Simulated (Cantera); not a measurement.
Feed: 1 mol B2O3, 20 mol HCl, 13 mol H2.

Method: chemical equilibrium by Gibbs-energy minimisation in Cantera with the NASA 1993 tables (ideal gas, pure condensed phases). Candidate condensed phases: B, B2O3, B3O3H3, H2O; 33 gas species. The tables' values for BCl2 are old estimates. The numbers say what is thermodynamically allowed, not how fast it happens.

Problem. What condenses at these points (T in K, P in Pa): (1423, 46); (1798, 46); (1198, 1); (1123, 320); (1573, 46)?

Solution. 
| T (K) | P in Pa | condensed phases | B condensed (%) |
|---|---|---|---|
| 1423 | 46 | B2O3 | 31.4 |
| 1798 | 46 | gas only | 0.0 |
| 1198 | 1 | B2O3 | 89.4 |
| 1123 | 320 | B2O3 | 99.7 |
| 1573 | 46 | gas only | 0.0 |
